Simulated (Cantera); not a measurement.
A perfectly stirred reactor is fed with C3H8 : O2 : N2 = 1 : 11.9 : 44.8 (molar parts), at 6.80 bar; it is adiabatic with a 725 K inlet, and is followed from long to short residence time, starting on the burning branch (τ in s: 0.31, 0.13, 0.055, 0.023, 0.0098, 0.0041, 0.0018, 0.00074, 0.00031, 0.00013, 5.6e-05, 2.4e-05, 9.9e-06).

Cantera simulation using GRI-Mech 3.0 (53 species, 325 reactions); the numbers are that mechanism's predictions, not measurements. GRI-Mech 3.0 was tuned for natural gas; its chemistry of propane as a main component is partial and can be far from experiment.

Question: What does this change do: 1.2 parts H2 added?

Answer: 
```
quantity                                                                        before                               after
------------------------------------------------  ------------------------------------  ----------------------------------
blow-out, bracketed by the residence times tried  burning at 0.310 ms, out at 0.130 ms  burning at 56.0 µs, out at 24.0 µs
x(C3H8) at τ = 0.310 s                                                         2.22e-7                             8.80e-8
x(O2) at τ = 0.310 s                                                             0.118                               0.106
x(CH2CO) at τ = 0.310 s                                                        5.57e-7                             2.25e-7
x(H2O) at τ = 0.310 s                                                           0.0680                              0.0875
x(C2H4) at τ = 0.310 s                                                         9.70e-7                             4.33e-7
x(C3H8) at τ = 1.80 ms                                                         1.15e-5                             6.03e-6
x(O2) at τ = 1.80 ms                                                             0.118                               0.107
x(CH2CO) at τ = 1.80 ms                                                        2.41e-5                             1.32e-5
x(H2O) at τ = 1.80 ms                                                           0.0674                              0.0867
x(C2H4) at τ = 1.80 ms                                                         3.36e-5                             1.91e-5
```
